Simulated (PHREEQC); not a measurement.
Make-up at 20 °C: 0.21 mol/kgw KHCO3, 0.0011 mol/kgw NaOH and 0.44 mol/kgw KCl. Closed to the air; pH follows from the charge balance.

Model: ion-association model, phreeqc.dat, run in PHREEQC.

| quantity | before | after |
|---|---|---|
| pH | 8.10 | 9.76 |
| ionic strength (mol/kgw) | 0.654 | 1.33 |
| CO3-2 (mol/kgw) | 0.00344 | 0.171 |
| CO2 (mol/kgw) | 0.00235 | 3.92e-5 |
| Na+ (mol/kgw) | 0.00104 | 0.511 |
| NaHCO3 (mol/kgw) | 5.15e-5 | 0.0200 |
| SI of Sylvite (KCl) | -1.82 | -1.87 |
| SI of Halite (NaCl) | -5.25 | -2.56 |

Which change was made?
(A) KCl from 0.44 to 0.484 mol/kgw
(B) 0.36 mol/kgw Na2CO3 added
(C) temperature from 20 to 25 °C
(D) temperature from 20 to 5 °C
(E) diluted 100-fold with water

B, 0.36 mol/kgw Na2CO3 added

Precipitation was switched off in this run. The ionic strength passes 0.7 mol/kgw, the rough limit of the ion-association models, in after.
